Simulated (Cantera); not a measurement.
Charge: 1 mol SiC, 0.0015 mol H2O, 1.9 mol N2, equilibrated at 1948 K and 77.0 mbar.

Method: chemical equilibrium by Gibbs-energy minimisation in Cantera with the NASA 1993 tables (ideal gas, pure condensed phases). Candidate condensed phases: C, C6H6, C7H8, C8H18, H2O, Si, SiC, SiO2, Si2N2O, Si3N4; 151 gas species. The tables' values for SiN are old estimates; treat these amounts as uncertain. The numbers say what is thermodynamically allowed, not how fast it happens.

Base state: N2 0.998, H2 0.000715, CO 0.000454, SiO 0.000334, Si 0.000128, H 0.000109, HCN 3.38e-5, SiN 1.05e-5 (mole fractions); condensed: SiC(s).

**Question.** What changes in the equilibrium state with this change: H2O from 0.0015 to 0.049 mol?

**Answer.** 
| species | before | after |
|---|---|---|
| N2 | 0.998 | 0.950 |
| H2 | 0.000715 | 0.0241 |
| CO | 0.000454 | 0.0123 |
| SiO | 0.000334 | 0.0122 |
| H | 0.000109 | 0.000632 |
| HCN | 3.38e-5 | 0.000164 |
| Si | 0.000128 | 0.000150 |
| SiC(s), mol | 0.999 | 0.975 |

**Question.** What changes in the equilibrium state with this change: temperature from 1948 K to 1548 K?

**Answer.** 
| species | before | after |
|---|---|---|
| N2 | 0.998 | 0.998 |
| H2 | 0.000715 | 0.000773 |
| CO | 0.000454 | 0.000725 |
| SiO | 0.000334 | 4.02e-6 |
| Si | 0.000128 | 5.50e-9 |
| SiN | 1.05e-5 | 1.61e-9 |
| H | 0.000109 | 3.09e-6 |
| HCN | 3.38e-5 | 2.67e-5 |
| SiC(s), mol | 0.999 | 0.999 |
| Si2N2O(s), mol | 0 | 0.000113 |
| Si3N4(s), mol | 0 | 0.000399 |
Mutual solubility and eutectic melting of coexisting phases are not modelled.

**Question.** What changes in the equilibrium state with this change: 0.0059 mol O2 added?

**Answer.** 
| species | before | after |
|---|---|---|
| N2 | 0.998 | 0.992 |
| CO | 0.000454 | 0.00355 |
| SiO | 0.000334 | 0.00340 |
| HCN | 3.38e-5 | 2.95e-5 |
| Si | 0.000128 | 0.000146 |
| SiN | 1.05e-5 | 1.20e-5 |
| H2 | 0.000715 | 0.000713 |
| H | 0.000109 | 0.000109 |
| SiC(s), mol | 0.999 | 0.993 |
